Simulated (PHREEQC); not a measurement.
PHREEQC input (ion-association model, wateq4f.dat):

```
SOLUTION_SPECIES
  2 NO3- + 12 H+ + 10 e- = N2 + 6 H2O  # shut off: nitrate stays nitrate
    -log_k -100
    -delta_h 0
    -analytic -100
SOLUTION 1
  temp 25
  units mmol/kgw
  pH 7 charge
  S(6) 10.14
  Ni 4.8
  Fe(3) 0.76
SOLUTION 2
  temp 25
  units mmol/kgw
  pH 7 charge
  N(5) 41
END
SELECTED_OUTPUT 1
  -reset false
  -pH true
  -pe true
  -ionic_strength true
  -water true
  -totals Fe N Ni S Fe(2) Fe(3) N(5) N(3) N(0) N(-3)
    S(-2) S(6)
  -molalities H+ Fe+2 NO3- Ni+2 SO4-2 Fe+3 FeOH+2 FeOH+ Fe(OH)3- FeSO4+
    FeSO4 NH3 HSO4- H2S HS- S-2 O2 Fe(OH)2+ Fe(OH)3 Fe(OH)4-
    Fe(OH)2 NH4+ NH4SO4- FeHSO4+ OH- FeHSO4+2 Fe(SO4)2- Fe2(OH)2+4 Fe3(OH)4+5 NO2-
    NiOH+ Ni(OH)2 Ni(OH)3- NiSO4 Fe(HS)2 Fe(HS)3- Ni(SO4)2-2
  -saturation_indices Fe(OH)3(a) Ni(OH)2 Ni4(OH)6SO4 Morenosite
PRINT
  -reset false
MIX 1
  1 1
  2 0
EQUILIBRIUM_PHASES 1
  O2(g) -0.68 10
END
# ... the last block is repeated for the other 10 points of share of solution B
```

Selected output (columns that matter, 11 of 11 rows; share of solution B added in front):

```
share of solution B	pH	mu	Fe	N	Ni	S	m_H+	m_NO3-	m_Ni+2	m_SO4-2	si_Fe(OH)3(a)	si_Ni(OH)2	si_Ni4(OH)6SO4	si_Morenosite
0	2.2545	0.023948	0.00076	0	0.0048	0.01014	0.0063051	0	0.0035293	0.0060261	-2.9639	-9.0024	-31.791	-2.8247
0.1	2.0936	0.025165	0.000684	0.0041	0.00432	0.009126	0.0091513	0.0041	0.0033455	0.0049931	-3.4093	-9.3527	-32.957	-2.9402
0.2	1.9699	0.026583	0.000608	0.0082	0.00384	0.008112	0.012195	0.0082	0.0031139	0.0041059	-3.7494	-9.6371	-33.938	-3.0681
0.3	1.8694	0.028154	0.000532	0.0123	0.00336	0.007098	0.01541	0.0123	0.002837	0.00334	-4.0262	-9.8848	-34.823	-3.2107
0.4	1.7848	0.029841	0.000456	0.0164	0.00288	0.006084	0.018771	0.0164	0.0025189	0.0026747	-4.262	-10.112	-35.666	-3.3718
0.5	1.712	0.031616	0.00038	0.0205	0.0024	0.00507	0.022256	0.0205	0.0021644	0.0020926	-4.471	-10.33	-36.505	-3.5572
0.6	1.6482	0.033459	0.000304	0.0246	0.00192	0.004056	0.025845	0.0246	0.0017781	0.0015795	-4.6645	-10.55	-37.383	-3.7777
0.7	1.5914	0.035347	0.000228	0.0287	0.00144	0.003042	0.029525	0.0287	0.0013648	0.0011235	-4.8549	-10.784	-38.363	-4.0533
0.8	1.5405	0.037263	0.000152	0.0328	0.00096	0.002028	0.033282	0.0328	0.00092835	0.0007147	-5.0636	-11.06	-39.565	-4.4295
0.9	1.4942	0.039173	7.6e-05	0.0369	0.00048	0.001014	0.037107	0.0369	0.00047246	0.00034388	-5.3558	-11.451	-41.363	-5.0525
1	1.4518	0.041	0	0.041	0	0	0.041	0.041	0	0	-1000	-1000	-1000	-1000
```
